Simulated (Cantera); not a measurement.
Input: 1 mol Si3N4, 0.16 mol Si, 0.22 mol N2, equilibrated at 1823.15 K.

These are equilibrium values from Cantera (NASA tables, ideal gas, pure condensed phases), not measurements of a reactor. Candidate condensed phases: Si, Si3N4; 7 gas species. Rates play no part.

Task: Which condensed phases are stable at each of these points (P (Pa)): 1, 16, 250, 4000, 63000, 1000000?

Result: 
| P (Pa) | condensed phases | Si condensed (%) |
|---|---|---|
| 1 | Si(l) | 42.5 |
| 16 | Si(l) | 97.9 |
| 250 | Si(l) | 99.9 |
| 4000 | Si3N4(s) | 100.0 |
| 63000 | Si3N4(s) | 100.0 |
| 1000000 | Si3N4(s) | 100.0 |

From 1.00 Pa to 250 Pa the condensed part is Si(l). From 4000 Pa to 1000000 Pa the condensed part is Si3N4(s).
